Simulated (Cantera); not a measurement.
A closed system holds: 1 mol NaCl, 1.7 mol HCl, a varied amount of H2, held at 1500 K and 16.0 Pa.

Equilibrium computed with Cantera from the NASA thermochemical tables; the gas is ideal and each condensed phase is pure. Candidate condensed phases: Na, NaCl; 10 gas species. Rates play no part.

x: gas mole fraction; nothing condenses.

| n(H2) (mol) | x H2 | x HCl | x NaCl | x H | x Na | x Cl | x Na2Cl2 |
|---|---|---|---|---|---|---|---|
| 11 | 0.801 | 0.125 | 0.0716 | 0.00125 | 0.00125 | [?] | 1.97e-6 |
| 15 | 0.845 | 0.0971 | 0.0551 | 0.00128 | 0.00127 | [?] | 1.17e-6 |
| 21 | 0.884 | 0.0728 | 0.0409 | 0.00131 | 0.00128 | [?] | 6.41e-7 |
| 29 | 0.912 | 0.0548 | 0.0302 | 0.00133 | 0.00128 | [?] | 3.51e-7 |
| 40 | 0.934 | 0.0410 | 0.0221 | 0.00135 | 0.00127 | [?] | 1.88e-7 |
| 56 | 0.951 | 0.0301 | 0.0158 | 0.00136 | 0.00124 | [?] | 9.55e-8 |
| 78 | 0.964 | 0.0222 | 0.0112 | 0.00137 | 0.00120 | [?] | 4.79e-8 |
| 110 | 0.974 | 0.0162 | 0.00772 | 0.00137 | 0.00114 | [?] | 2.29e-8 |
| 150 | 0.980 | 0.0122 | 0.00546 | 0.00138 | 0.00108 | [?] | 1.14e-8 |

Complete the blanks.


- 11, x Cl: 0.000157
- 15, x Cl: 0.000118
- 21, x Cl: 8.69e-5
- 29, x Cl: 6.43e-5
- 40, x Cl: 4.76e-5
- 56, x Cl: 3.47e-5
- 78, x Cl: 2.54e-5
- 110, x Cl: 1.84e-5
- 150, x Cl: 1.38e-5
